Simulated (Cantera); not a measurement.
Charge: 1 mol HgO, 0.078 mol H₂, 0.29 mol N₂, equilibrated at 1023 K and 0.133 bar.

These are equilibrium values from Cantera (NASA tables, ideal gas, pure condensed phases), not measurements of a reactor. Candidate condensed phases: H₂O, Hg, HgO; 25 gas species. Kinetics and transport are ignored.

Base state: Hg 0.547, O₂ 0.252, N₂ 0.159, H₂O 0.0426, NO 1.97e-5 (mole fractions); condensed: gas only.

What changes in the equilibrium state with this change: H₂ from 0.078 to 2.5 mol?


| species | before | after |
|---|---|---|
| H₂ | <1e-9 | 0.396 |
| H₂O | 0.0426 | 0.264 |
| Hg | 0.547 | 0.264 |
| O₂ | 0.252 | <1e-9 |
| N₂ | 0.159 | 0.0765 |
| NO | 1.97e-5 | <1e-9 |
